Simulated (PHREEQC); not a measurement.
1 kg of water holding 0.18 mol Na2CO3 meets 20 L of dry gas (N2 1 by moles) at fixed total pressure, at 50 °C; fugacities by Peng-Robinson. The gases take part in no redox reaction, some water evaporates into the gas, and hydrates or a liquid gas phase aren't modelled. Nothing may precipitate in this run.

All values are PHREEQC results (ion-association model, phreeqc.dat), not measurements.

```json
[
 {"P (atm)": "2", "dissolved N2 (mol/kgw)": "0.000910", "φ of N2": "1.000"},
 {"P (atm)": "5", "dissolved N2 (mol/kgw)": "0.00235", "φ of N2": "0.999"},
 {"P (atm)": "10", "dissolved N2 (mol/kgw)": "0.00473", "φ of N2": "0.998"},
 {"P (atm)": "20", "dissolved N2 (mol/kgw)": "0.00940", "φ of N2": "0.996"},
 {"P (atm)": "30", "dissolved N2 (mol/kgw)": "0.0139", "φ of N2": "0.994"},
 {"P (atm)": "40", "dissolved N2 (mol/kgw)": "0.0184", "φ of N2": "0.993"},
 {"P (atm)": "50", "dissolved N2 (mol/kgw)": "0.0227", "φ of N2": "0.992"},
 {"P (atm)": "75", "dissolved N2 (mol/kgw)": "0.0331", "φ of N2": "0.990"},
 {"P (atm)": "100", "dissolved N2 (mol/kgw)": "0.0430", "φ of N2": "0.990"},
 {"P (atm)": "150", "dissolved N2 (mol/kgw)": "0.0613", "φ of N2": "0.994"},
 {"P (atm)": "200", "dissolved N2 (mol/kgw)": "0.0780", "φ of N2": "1.003"},
 {"P (atm)": "300", "dissolved N2 (mol/kgw)": "0.108", "φ of N2": "1.034"},
 {"P (atm)": "400", "dissolved N2 (mol/kgw)": "0.134", "φ of N2": "1.078"}
]
```

Species that the database lacks are ignored. Away from 25 °C the constants follow the database's enthalpies or fits; those with neither stay at their 25 °C values.
